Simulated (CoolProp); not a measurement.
The fluid at 298.15 K and 0.0106 MPa flows at 3.2 m/s in a round tube of 2 mm bore and 45 µm roughness, fully developed (64/Re and Nu = 3.66 if laminar; Colebrook and Gnielinski if turbulent). The same conditions are run with several fluids, on thermodynamics alone (safety and materials aside).

Computed with CoolProp (reference Helmholtz-energy equation of state of each fluid (methanol: de Reuck 1993; ammonia: Gao 2020; R11: Jacobsen 1992; oxygen: Schmidt 1985; C3F8 (R218): Lemmon 2006)).

| fluid | Reynolds number | Darcy friction factor | pressure drop (Pa/m) | heat-transfer coefficient (W/(m² K)) | mass flow (kg/h) |
|---|---|---|---|---|---|
| methanol | (withheld) | 0.696 | 247 | (withheld) | 0.00501 |
| ammonia | 46.1 | 1.39 | 259 | 45.4 | (withheld) |
| R11 | 367 | (withheld) | 263 | 15.4 | 0.0213 |
| oxygen | 42.7 | 1.50 | (withheld) | (withheld) | 0.00495 |
| C3F8 (R218) | 413 | 0.155 | (withheld) | (withheld) | 0.0292 |

What belongs in the gaps?


- methanol, Reynolds number: 92.0
- methanol, heat-transfer coefficient (W/(m² K)): 27.7
- ammonia, mass flow (kg/h): 0.00264
- R11, Darcy friction factor: 0.174
- oxygen, pressure drop (Pa/m): 526
- oxygen, heat-transfer coefficient (W/(m² K)): 48.1
- C3F8 (R218), pressure drop (Pa/m): 319
- C3F8 (R218), heat-transfer coefficient (W/(m² K)): 22.9

Transport values come from each fluid's own correlations; those of R11, C3F8 (R218) are estimates that may be off by 10 % or more.
